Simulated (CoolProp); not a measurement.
Oxygen along the isobar 6.77 MPa: Z from the reference equation and from simpler models built on Tc = -118.6 °C, pc = 5.046 MPa, ω = 0.022; each cubic takes its own stable root.

Values from CoolProp's reference Helmholtz-energy equation of state, Schmidt 1985.

```
T (°C)           phase  reference
-------  -------------  ---------
-143.85         liquid     0.2135
-131.55         liquid     0.2162
-119.35         liquid     0.2375
-107.05  supercritical     0.4576
-94.75   supercritical     0.6475
-82.55   supercritical     0.7392
-70.25   supercritical     0.7989
-57.95   supercritical     0.8413
-45.75   supercritical     0.8729
-33.45   supercritical     0.8975
-21.15   supercritical     0.9170
-8.95    supercritical     0.9327
3.35     supercritical     0.9456
```

Problem. How far does each simpler model (van der Waals, Redlich-Kwong) lie from the reference over these 13 states: mean and median of the absolute difference, and the worst?

Solution. 
- van der Waals: mean 11.6 %, median 3.3 %, worst +41.2 % at -143.85 °C and 6.77 MPa
- Redlich-Kwong: mean 2.1 %, median 0.4 %, worst +12.0 % at -119.35 °C and 6.77 MPa
